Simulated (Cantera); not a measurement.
What does this Cantera script print?

```python
import numpy as np
import cantera as ct

gas_names = """
    H HNO HNO2 HNO3 HO2 H2 H2O H2O2 H2S H2SO4 N NH NH2 NH3 NH2OH NO NO2 NO3 N2 N2H2 N2H4 N2O O OH O2 O3
    S SH SN SO SO2 SO3 S2 S2O S8
""".split()
cond_names = """
    H2O(s) H2O(L) H2SO4(L) S(cr1) S(cr2) S(L)
""".split()


# ... load() reads the species with a 1 bar reference pressure and builds the phases ...
atoms = {
    'NH3': {'N': 1, 'H': 3},
    'SO2': {'S': 1, 'O': 2},
    'O2': {'O': 2},
}
top_T = {}  # K; cautious upper limits of use, not melting points


# ... equilibrate(T, P, feed) seeds the gas with the atoms and calls Mixture.equilibrate('TP', solver="vcs", rtol=1e-11, max_steps=5000) ...
results = []
feed = {'NH3': 1, 'SO2': 0.41, 'O2': 0.2}  # mol
T = 2798.15  # K
P = 7300  # Pa
mix = equilibrate(T, P, feed)
results.append((T, P, feed, dict(zip(mix.species_names, mix.species_moles))))
x = sorted(zip(gas.X, gas.species_names), reverse=True)
print(f"T = {T:g} K  P = {P:g} Pa  gas = {mix.phase_moles(0):.4g} mol")
print("   x: " + "  ".join(f"{s} {v:.3e}" for v, s in x if v > 0.0001))
print("   condensed (mol): " + ("  ".join(f"{mix.phase(i).name} {mix.phase_moles(i):.4g}"
      for i in range(1, mix.n_phases) if mix.phase_moles(i) > 1e-12) or "none"))
```

Output:

```
T = 2798.15 K  P = 7300 Pa  gas = 2.703 mol
   x: H2 2.437e-01  H2O 2.155e-01  N2 1.836e-01  H 1.485e-01  SO 6.981e-02  SO2 5.113e-02  OH 3.686e-02  S 2.130e-02  O 1.412e-02  SH 5.329e-03  O2 5.010e-03  NO 2.736e-03  S2 1.835e-03  H2S 3.534e-04
   condensed (mol): none
```

Equilibrium computed with Cantera from the NASA thermochemical tables; the gas is ideal and each condensed phase is pure.
